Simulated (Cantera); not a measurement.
An adiabatic, constant-volume homogeneous reactor starts with CH3OH : O2 : N2 = 1 : 1.55 : 5.81 (molar parts), equivalence ratio 0.97, at 1198 K and 750 Torr.

Model: GRI-Mech 3.0 (53 species, 325 reactions), integrated in Cantera. GRI-Mech 3.0 was tuned for natural gas; its chemistry of methanol as a main component is partial and can be far from experiment.

Question: Predict: time of steepest temperature rise; temperature at 5.00 s; equilibrium temperature; x(O2) at 5.00 s; x(HO2) at 5.00 s; x(NO) at 5.00 s.

Answer: 
* **time of steepest temperature rise**: 9.69 ms
* **temperature at 5.00 s**: 2791 K
* **equilibrium temperature**: 2791 K
* **x(O2) at 5.00 s**: 0.0227 (gas-phase equilibrium 0.0227)
* **x(HO2) at 5.00 s**: 9.20e-6 (gas-phase equilibrium 9.20e-6)
* **x(NO) at 5.00 s**: 0.0107 (gas-phase equilibrium 0.0107)
